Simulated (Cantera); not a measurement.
Input (Python, Cantera) and output of one run.

```python
import numpy as np
import cantera as ct

gas_names = """
    CL CL2 H HCL H2 Si SiCL SiCL2 SiCL3 SiCL4 SiH SiHCL3 SiH2 SiH2CL2 SiH3 SiH3CL SiH4 Si2 Si3
""".split()
cond_names = """
    Si(cr) Si(L)
""".split()


# ... load() reads the species with a 1 bar reference pressure and builds the phases ...
atoms = {
    'SiCl4': {'Si': 1, 'CL': 4},
    'H2': {'H': 2},
}
top_T = {}  # K; cautious upper limits of use, not melting points


# ... equilibrate(T, P, feed) seeds the gas with the atoms and calls Mixture.equilibrate('TP', solver="vcs", rtol=1e-11, max_steps=5000) ...
results = []
feed = {'SiCl4': 1, 'H2': 63}  # mol
P = 10000  # Pa
for T in [1225, 1250, 1275, 1300, 1325, 1350, 1375, 1400, 1425, 1450, 1475, 1500, 1525, 1550]:
    mix = equilibrate(T, P, feed)
    results.append((T, P, feed, dict(zip(mix.species_names, mix.species_moles))))

top = {s: max(r[3][s] / sum(r[3][g] for g in gas_names) for r in results) for s in gas_names}
cols = sorted((s for s in top if top[s] > 0.0001), key=lambda s: -top[s])[:6]
seen = [c for c in cond_names if any(r[3].get(c, 0) > 1e-12 for r in results)]
print("log10 of partial pressures in bar; condensed amounts in mol")
print(f"{'T/K':>10s}" + "".join(f"{s[:9]:>10s}" for s in cols + seen))
for T, P, feed, n in results:
    ng = sum(n[g] for g in gas_names)
    print(f"{T:10.4g}" + "".join(f"{np.log10(max(n[s] / ng * P / 1e5, 1e-99)):10.3f}" for s in cols)
          + "".join(f"{n.get(c, 0):10.4g}" for c in seen))
```

Result:

```
log10 of partial pressures in bar; condensed amounts in mol
       T/K        H2       HCL     SiCL2     SiCL4    SiHCL3     SiCL3    Si(cr)
      1225    -1.021    -2.423    -3.438    -3.675    -3.778    -4.006     0.444
      1250    -1.021    -2.398    -3.374    -3.811    -3.883    -4.020     0.469
      1275    -1.022    -2.379    -3.321    -3.961    -3.998    -4.048     0.488
      1300    -1.023    -2.364    -3.280    -4.122    -4.122    -4.088    0.5015
      1325    -1.023    -2.354    -3.248    -4.292    -4.252    -4.137    0.5103
      1350    -1.023    -2.347    -3.222    -4.467    -4.385    -4.194    0.5153
      1375    -1.024    -2.343    -3.202    -4.644    -4.520    -4.254    0.5176
      1400    -1.024    -2.340    -3.186    -4.821    -4.655    -4.317    0.5177
      1425    -1.024    -2.338    -3.173    -4.995    -4.788    -4.381    0.5164
      1450    -1.024    -2.337    -3.162    -5.167    -4.918    -4.446    0.5141
      1475    -1.024    -2.337    -3.152    -5.336    -5.046    -4.510    0.5111
      1500    -1.024    -2.337    -3.144    -5.500    -5.171    -4.573    0.5076
      1525    -1.024    -2.338    -3.136    -5.659    -5.293    -4.634    0.5038
      1550    -1.024    -2.338    -3.130    -5.815    -5.411    -4.695    0.4998
```

Equilibrium computed with Cantera from the NASA thermochemical tables; the gas is ideal and each condensed phase is pure. The tables' values for SiCl3 are old estimates; treat these amounts as uncertain.
